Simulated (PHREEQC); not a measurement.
Dissolve 0.2 mol FeSO4, 0.00078 mol CaCl2, 0.00015 mol HCl and 0.17 mol Na2SO4 per kg of water at 25 °C. Closed to the air; pH follows from the charge balance.

Equilibrium calculation in PHREEQC: ion-association model, wateq4f.dat.

```csv
quantity,before,after
pH,4.72,4.55
ionic strength (mol/kgw),0.770,0.426
Na+ (mol/kgw),0.286,0.298
SO4-2 (mol/kgw),0.207,0.127
NaSO4- (mol/kgw),0.0541,0.0422
CaSO4 (mol/kgw),0.000465,0.000448
SI of Gypsum (CaSO4:2H2O),-0.99,-1.03
SI of Mirabilite (Na2SO4:10H2O),-1.78,-1.82
```

Name the change that produced these shifts.
(A) FeSO4 left out
(B) diluted 10-fold with water
(C) diluted 100-fold with water
(D) temperature from 25 to 5 °C

A, FeSO4 left out

Precipitation was switched off in this run. The ionic strength passes 0.7 mol/kgw, the rough limit of the ion-association models, in before.
